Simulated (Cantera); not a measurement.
A freely propagating, adiabatic, planar premixed flame of CO : H2 : CH4 : O2 : N2 = 1 : 1.3 : 0.033 : 1.47 : 5.51 (molar parts), equivalence ratio 0.83, unburnt at 573 K and 10000 Pa; mixture-averaged transport, grid criteria slope 0.08 and curve 0.16, no radiation.

Computed with Cantera and GRI-Mech 3.0 (53 species, 325 reactions). Burning velocities carry a grid error of a few per cent, more on coarse grids.

Question: How do the results move with these cheaper or finer settings: unity-Lewis-number transport; multicomponent transport; multicomponent+Soret transport; grid criteria slope 0.5, curve 1; grid criteria slope 0.25, curve 0.5; grid criteria slope 0.03, curve 0.06?

Answer: 
| setting | laminar burning velocity | thermal thickness | peak x(H) | peak x(HCN) | grid points |
|---|---|---|---|---|---|
| as above | 332 cm/s | 9.52 mm | 0.0492 | <1e-8 | 182 |
| unity-Lewis-number transport | 208 cm/s | 6.72 mm | 0.0518 | <1e-8 | 172 |
| multicomponent transport | 328 cm/s | 9.46 mm | 0.0491 | <1e-8 | 182 |
| multicomponent+Soret transport | 313 cm/s | 9.37 mm | 0.0485 | <1e-8 | 182 |
| grid criteria slope 0.5, curve 1 | 402 cm/s | 12.5 mm | 0.0501 | <1e-8 | 47 |
| grid criteria slope 0.25, curve 0.5 | 358 cm/s | 10.6 mm | 0.0495 | <1e-8 | 83 |
| grid criteria slope 0.03, curve 0.06 | 326 cm/s | 9.26 mm | 0.0491 | <1e-8 | 396 |
The base run took roughly 16 core-seconds.
Unity Lewis numbers drop preferential diffusion, which matters most where H2 and H carry the flame; Soret adds thermal diffusion.
